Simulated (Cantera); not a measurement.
HMDSO + CO₂ + N₂ (silicon oxide and oxynitride deposition)

Input: 1 mol HMDSO, 2.1 mol CO₂, 16 mol N₂, at 75000 Pa.

These are equilibrium values from Cantera (NASA tables, ideal gas, pure condensed phases), not measurements of a reactor. Candidate condensed phases: C, C₆H₆, C₇H₈, C₈H₁₈, H₂O, Si, SiC, SiO₂, Si₂N₂O, Si₃N₄; 151 gas species. The feed counts by its element totals alone. N₂ is the only nitrogen source here; it is nearly inert below about 1500 K, so the nitride shown seldom forms there in practice. Mutual solubility and eutectic melting of coexisting phases are not modelled. The tables hold silica as quartz up to 1696 K and as liquid above; real silica turns to tridymite and cristobalite and melts near 1996 K. Kinetics and transport are ignored.

| T (K) | log p N₂ | log p H₂ | log p CH₄ | log p CO | log p H₂O | log p CO₂ | n C(graphite) | n SiO₂(α-quartz) | n SiO₂(β-quartz) | n Si₂N₂O(s) |
|---|---|---|---|---|---|---|---|---|---|---|
| 525 | -0.25 | -1.94 | -0.88 | -5.44 | -1.40 | -2.96 | 4.31 | 2.00 | 0 | 0 |
| 625 | -0.26 | -1.32 | -0.95 | -3.95 | -1.43 | -2.74 | 4.79 | 2.00 | 0 | 0 |
| 725 | -0.28 | -0.93 | -1.14 | -2.85 | -1.49 | -2.54 | 5.77 | 2.00 | 0 | 0 |
| 825 | -0.31 | -0.72 | -1.48 | -2.05 | -1.67 | -2.46 | 6.64 | 2.00 | 0 | 0 |
| 925 | -0.33 | -0.63 | -1.91 | -1.62 | -2.09 | -2.77 | 6.82 | 0 | 2.00 | 0 |
| 1025 | -0.34 | -0.60 | -2.34 | -1.50 | -2.68 | -3.46 | 6.83 | 0 | 2.00 | 0 |
| 1125 | -0.34 | -0.59 | -2.73 | -1.47 | -3.26 | -4.18 | 6.86 | 0 | 2.00 | 0 |
| 1225 | -0.34 | -0.59 | -3.06 | -1.47 | -3.76 | -4.81 | 6.88 | 0 | 2.00 | 0 |
| 1325 | -0.35 | -0.60 | -3.37 | -1.27 | -4.01 | -4.96 | 6.18 | 0 | 1.53 | 0.235 |
| 1425 | -0.40 | -0.62 | -3.67 | -0.95 | -4.09 | -4.78 | 3.89 | 0 | 0 | 1.000 |
| 1525 | -0.40 | -0.62 | -3.89 | -0.95 | -4.42 | -5.18 | 3.88 | 0 | 0 | 1.000 |
| 1625 | -0.40 | -0.62 | -4.08 | -0.95 | -4.70 | -5.52 | 3.87 | 0 | 0 | 1.000 |
| 1725 | -0.40 | -0.62 | -4.25 | -0.95 | -4.95 | -5.83 | 3.85 | 0 | 0 | 0.998 |
| 1825 | -0.40 | -0.62 | -4.40 | -0.95 | -5.18 | -6.10 | 3.82 | 0 | 0 | 0.988 |
log p: log10 of the partial pressure in bar; n: condensed amount in mol.

From 525 K to 825 K the condensed part is C(graphite) + SiO₂(α-quartz). From 925 K to 1225 K the condensed part is C(graphite) + SiO₂(β-quartz). At 1325 K the condensed part is C(graphite) + SiO₂(β-quartz) + Si₂N₂O(s). From 1425 K to 1825 K the condensed part is C(graphite) + Si₂N₂O(s).
